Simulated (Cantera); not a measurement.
Input (Python, Cantera) and output of one run.

```python
import numpy as np
import cantera as ct

gas_names = """
    F F2 H HF H2 H2F2 H3F3 H4F4 H5F5 H6F6 H7F7 N NF NF2 NF3 NH NH2 NH3 N2 N2H2 N2H4 Si SiF SiF2 SiF3
    SiF4 SiH SiHF3 SiH2 SiH2F2 SiH3 SiH3F SiH4 SiN Si2 Si2N Si3
""".split()
cond_names = """
    Si(cr) Si(L) Si3N4(a)
""".split()


# ... load() reads the species with a 1 bar reference pressure and builds the phases ...
atoms = {
    'SiF4': {'Si': 1, 'F': 4},
    'N2': {'N': 2},
    'NH3': {'N': 1, 'H': 3},
}
top_T = {'Si3N4(a)': 2400}  # K; cautious upper limits of use, not melting points


# ... equilibrate(T, P, feed) seeds the gas with the atoms and calls Mixture.equilibrate('TP', solver="vcs", rtol=1e-11, max_steps=5000) ...
results = []
T = 1073.15  # K
P = 1333.22  # Pa
for m in [2, 2.6, 3.4, 4.4, 5.7, 7.5, 9.7, 13, 16, 21, 28]:
    feed = {'SiF4': 1, 'N2': m, 'NH3': 0.12}  # mol
    mix = equilibrate(T, P, feed)
    results.append((T, P, feed, dict(zip(mix.species_names, mix.species_moles))))
    x = sorted(zip(gas.X, gas.species_names), reverse=True)
    print(f"T = {T:g} K  P = {P:g} Pa  n(N2) = {m:g} mol  gas = {mix.phase_moles(0):.4g} mol")
    print("   x: " + "  ".join(f"{s} {v:.3e}" for v, s in x if v > 0.0001))
    print("   condensed (mol): " + ("  ".join(f"{mix.phase(i).name} {mix.phase_moles(i):.4g}"
          for i in range(1, mix.n_phases) if mix.phase_moles(i) > 1e-12) or "none"))
```

Result:

```
T = 1073.15 K  P = 1333.22 Pa  n(N2) = 2 mol  gas = 3.24 mol
   x: N2 6.357e-01  SiF4 3.082e-01  H2 5.518e-02  HF 5.404e-04  SiHF3 2.074e-04  SiF3 1.242e-04
   condensed (mol): Si3N4(a) 5.63e-05
T = 1073.15 K  P = 1333.22 Pa  n(N2) = 2.6 mol  gas = 3.84 mol
   x: N2 6.926e-01  SiF4 2.601e-01  H2 4.655e-02  HF 4.825e-04  SiHF3 1.653e-04  SiF3 1.078e-04
   condensed (mol): Si3N4(a) 6.695e-05
T = 1073.15 K  P = 1333.22 Pa  n(N2) = 3.4 mol  gas = 4.64 mol
   x: N2 7.456e-01  SiF4 2.152e-01  H2 3.851e-02  HF 4.238e-04  SiHF3 1.289e-04
   condensed (mol): Si3N4(a) 7.825e-05
T = 1073.15 K  P = 1333.22 Pa  n(N2) = 4.4 mol  gas = 5.64 mol
   x: N2 7.907e-01  SiF4 1.771e-01  H2 3.168e-02  HF 3.697e-04
   condensed (mol): Si3N4(a) 8.953e-05
T = 1073.15 K  P = 1333.22 Pa  n(N2) = 5.7 mol  gas = 6.94 mol
   x: N2 8.299e-01  SiF4 1.439e-01  H2 2.574e-02  HF 3.189e-04
   condensed (mol): Si3N4(a) 0.0001013
T = 1073.15 K  P = 1333.22 Pa  n(N2) = 7.5 mol  gas = 8.74 mol
   x: N2 8.649e-01  SiF4 1.143e-01  H2 2.043e-02  HF 2.701e-04
   condensed (mol): Si3N4(a) 0.0001143
T = 1073.15 K  P = 1333.22 Pa  n(N2) = 9.7 mol  gas = 10.94 mol
   x: N2 8.921e-01  SiF4 9.128e-02  H2 1.632e-02  HF 2.294e-04
   condensed (mol): Si3N4(a) 0.0001271
T = 1073.15 K  P = 1333.22 Pa  n(N2) = 13 mol  gas = 14.24 mol
   x: N2 9.171e-01  SiF4 7.012e-02  H2 1.253e-02  HF 1.891e-04
   condensed (mol): Si3N4(a) 0.0001422
T = 1073.15 K  P = 1333.22 Pa  n(N2) = 16 mol  gas = 17.24 mol
   x: N2 9.315e-01  SiF4 5.792e-02  H2 1.035e-02  HF 1.642e-04
   condensed (mol): Si3N4(a) 0.0001535
T = 1073.15 K  P = 1333.22 Pa  n(N2) = 21 mol  gas = 22.24 mol
   x: N2 9.469e-01  SiF4 4.490e-02  H2 8.017e-03  HF 1.360e-04
   condensed (mol): Si3N4(a) 0.0001688
T = 1073.15 K  P = 1333.22 Pa  n(N2) = 28 mol  gas = 29.24 mol
   x: N2 9.596e-01  SiF4 3.415e-02  H2 6.094e-03  HF 1.110e-04
   condensed (mol): Si3N4(a) 0.0001859
```

Method: chemical equilibrium by Gibbs-energy minimisation in Cantera with the NASA 1993 tables (ideal gas, pure condensed phases). The tables' values for SiF3 are old estimates; treat these amounts as uncertain.
